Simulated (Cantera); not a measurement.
Charge: 1 mol SiC, 0.19 mol N2O, 250 mol N2, held at 1373 K.

These are equilibrium values from Cantera (NASA tables, ideal gas, pure condensed phases), not measurements of a reactor. Candidate condensed phases: C, Si, SiC, SiO2, Si2N2O, Si3N4; 34 gas species. Mutual solubility and eutectic melting of coexisting phases are not modelled. The numbers say what is thermodynamically allowed, not how fast it happens.

Q: Which condensed phases are stable at each of these points (P (Pa)): 0.100, 0.600, 3.60, 22, 130, 770, 4600, 28000, 170000, 1000000?

A: 
| P (Pa) | condensed phases | Si condensed (%) |
|---|---|---|
| 0.100 | SiC(s) | 89.9 |
| 0.600 | SiC(s) | 90.4 |
| 3.60 | SiC(s) | 90.5 |
| 22 | SiC(s) + Si2N2O(s) | 98.8 |
| 130 | SiC(s) + Si2N2O(s) | 99.9 |
| 770 | C(graphite) + SiC(s) + Si2N2O(s) | 100.0 |
| 4600 | C(graphite) + Si2N2O(s) + Si3N4(s) | 100.0 |
| 28000 | C(graphite) + Si2N2O(s) + Si3N4(s) | 100.0 |
| 170000 | C(graphite) + Si2N2O(s) + Si3N4(s) | 100.0 |
| 1000000 | C(graphite) + Si2N2O(s) + Si3N4(s) | 100.0 |

From 0.100 Pa to 3.60 Pa the condensed part is SiC(s). From 22.0 Pa to 1.30 mbar the condensed part is SiC(s) + Si2N2O(s). At 7.70 mbar the condensed part is C(graphite) + SiC(s) + Si2N2O(s). From 46.0 mbar to 10.0 bar the condensed part is C(graphite) + Si2N2O(s) + Si3N4(s).
